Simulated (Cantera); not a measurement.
Feed: 1 mol PbF2, 19 mol H2, at 67.5 Torr.

Equilibrium computed with Cantera from the NASA thermochemical tables; the gas is ideal and each condensed phase is pure. Candidate condensed phases: Pb, PbF2; 16 gas species. The numbers say what is thermodynamically allowed, not how fast it happens.

Which condensed phases are stable at each of these points (T (°C)): 952, 1052, 1152, 1252, 1352, 1452, 1552, 1652, 1752, 1852?


```
T (°C)  condensed phases  Pb condensed (%)
------  ----------------  ----------------
952                Pb(l)              79.0
1052               Pb(l)              16.5
1152            gas only               0.0
1252            gas only               0.0
1352            gas only               0.0
1452            gas only               0.0
1552            gas only               0.0
1652            gas only               0.0
1752            gas only               0.0
1852            gas only               0.0
```

From 952 °C to 1052 °C the condensed part is Pb(l). From 1152 °C to 1852 °C nothing is condensed.
